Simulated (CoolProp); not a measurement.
Octamethylcyclotetrasiloxane (D4) along the isobar 8.06 MPa: Z from the reference equation and from simpler models built on Tc = 313.4 °C, pc = 1.347 MPa, ω = 0.598; each cubic takes its own stable root.

Computed with CoolProp (reference Helmholtz-energy equation of state, Thol 2015).

| T (°C) | phase | reference | Soave-Redlich-Kwong | Peng-Robinson |
|---|---|---|---|---|
| 53.85 | liquid | 0.9446 | 1.053 | 0.9398 |
| 73.95 | liquid | 0.9108 | 1.007 | 0.8981 |
| 94.05 | liquid | 0.8818 | 0.9669 | 0.8624 |
| 114.15 | liquid | 0.8568 | 0.9329 | 0.8317 |
| 134.25 | liquid | 0.8355 | 0.9038 | 0.8056 |
| 154.35 | liquid | 0.8174 | 0.8793 | 0.7836 |
| 174.45 | liquid | 0.8022 | 0.8590 | 0.7654 |
| 194.55 | liquid | 0.7898 | 0.8425 | 0.7509 |
| 214.65 | liquid | 0.7800 | 0.8296 | 0.7397 |
| 234.85 | liquid | 0.7727 | 0.8203 | 0.7320 |
| 254.95 | liquid | 0.7680 | 0.8146 | 0.7276 |
| 275.05 | liquid | 0.7658 | 0.8123 | 0.7266 |
